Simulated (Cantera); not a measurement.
Feed: 1 mol Ta2O5, 4 mol H2, 3.2 mol H2O, equilibrated at 34.0 Pa.

Equilibrium computed with Cantera from the NASA thermochemical tables; the gas is ideal and each condensed phase is pure. Candidate condensed phases: H2O, Ta, Ta2O5; 12 gas species. Equilibrium is a limit: real reactors are often held back by kinetics, nucleation or transport.

**Question.** At 1248 K, list the 3 most abundant gas species with their mole fractions, and the condensed phases.

**Answer.** H2 0.556, H2O 0.444, H 1.89e-5. Condensed: Ta2O5(s).
